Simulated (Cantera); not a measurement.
A diamond (100) surface in a fixed gas of H2 with x(CH4) = 0.026, x(H) = 0.0022, x(CH3) = 0.00018, 29.3 Torr; coverages are run to steady state.

Model: the Harris–Goodwin 1993 mechanism for the reconstructed diamond (100) surface, integrated in Cantera.

θ: site fractions in the mechanism's names (c6HH fully hydrogenated, c6H* and c6*H radical sites, c6** diradical, c6HM methylated).

```csv
T (K),growth (µm/h),θ c6HH,θ c6H*,θ c6*H,θ c6**,θ c6HM
900,2.00,0.639,0.00964,0.270,0.00393,0.0628
950,?,0.603,?,?,?,?
1000,3.13,0.568,0.0173,0.354,0.00881,0.0375
1050,3.21,0.536,?,?,?,?
1100,2.63,0.506,0.0271,0.430,0.0165,0.0137
1150,1.80,0.476,0.0325,0.460,0.0213,0.00596
1200,1.22,0.448,0.0378,0.484,0.0264,0.00228
1250,0.988,0.422,0.0430,0.501,0.0316,0.000836
1300,0.938,0.399,0.0482,0.515,0.0368,0.000308
1350,0.899,0.380,0.0532,0.524,0.0418,0.000114
1400,0.736,0.364,0.0580,0.530,0.0466,4.22e-5
```

**Question.** What belongs in the gaps?

**Answer.** 
- 950, growth (µm/h): 2.62
- 950, θ c6H*: 0.0132
- 950, θ c6*H: 0.313
- 950, θ c6**: 0.00604
- 950, θ c6HM: 0.0495
- 1050, θ c6H*: 0.0220
- 1050, θ c6*H: 0.394
- 1050, θ c6**: 0.0123
- 1050, θ c6HM: 0.0252
